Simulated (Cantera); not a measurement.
What does this Cantera script print?

```python
import numpy as np
import cantera as ct

gas = ct.Solution("gri30.yaml")
gas.TPX = 373, 1900000, {'CO': 1, 'H2': 0.62, 'CH4': 0.076, 'O2': 1.34, 'N2': 5.02, 'H2O': 0.16}
inlet = ct.Reservoir(gas, clone=True)
gas.equilibrate("HP")  # start burning
reactor = ct.IdealGasConstPressureReactor(gas, energy="on", clone=False)
exhaust = ct.Reservoir(gas, clone=True)
tau = [0.045, 0.02, 0.0086, 0.0038, 0.0017, 0.00072, 0.00032, 0.00014, 6e-05, 2.6e-05, 1.2e-05][0]
for a, b in ((inlet, reactor), (reactor, exhaust)):
    ct.MassFlowController(a, b, mdot=lambda t: reactor.mass / tau)
net = ct.ReactorNet([reactor])
show = ['CO', 'H2', 'CH4', 'N2O', 'CH2']

rows = []
print(f"{'tau/s':>10s}{'T/K':>9s}" + "".join(f"{s:>11s}" for s in show))
for tau in [0.045, 0.02, 0.0086, 0.0038, 0.0017, 0.00072, 0.00032, 0.00014, 6e-05, 2.6e-05, 1.2e-05]:
    net.initial_time = 0.0
    net.advance(30 * tau)
    before = gas.X
    net.advance(40 * tau)
    drift = np.max(np.abs(gas.X - before) / (gas.X + 1e-9))
    rows.append([gas.T, *gas[show].X, drift])
    print(f"{tau:10.3e}{gas.T:9.1f}" + "".join(f"{x:11.3e}" for x in gas[show].X))
```

Result:

```
     tau/s      T/K         CO         H2        CH4        N2O        CH2
 4.500e-02   2120.9  5.823e-04  9.515e-05  1.728e-07  1.091e-06  1.228e-09
 2.000e-02   2121.3  6.698e-04  1.039e-04  3.770e-07  1.133e-06  2.752e-09
 8.600e-03   2120.2  8.625e-04  1.230e-04  8.302e-07  1.223e-06  6.317e-09
 3.800e-03   2117.1  1.245e-03  1.609e-04  1.710e-06  1.396e-06  1.390e-08
 1.700e-03   2111.0  1.960e-03  2.322e-04  3.305e-06  1.700e-06  2.952e-08
 7.200e-04   2099.1  3.346e-03  3.700e-04  6.337e-06  2.180e-06  6.358e-08
 3.200e-04   2080.0  5.616e-03  5.918e-04  1.143e-05  2.667e-06  1.257e-07
 1.400e-04   2047.7  9.521e-03  9.581e-04  2.107e-05  2.969e-06  2.391e-07
 6.000e-05   1992.0  1.644e-02  1.559e-03  4.181e-05  2.920e-06  4.337e-07
 2.600e-05   1887.5  2.996e-02  2.602e-03  1.004e-04  2.532e-06  7.124e-07
 1.200e-05    373.0  1.217e-01  7.546e-02  9.250e-03 -8.903e-21 -7.642e-38
```

Detailed kinetics in Cantera: GRI-Mech 3.0 (53 species, 325 reactions). The pressure lies above the range GRI-Mech 3.0 was tuned for (to about 10 atm).
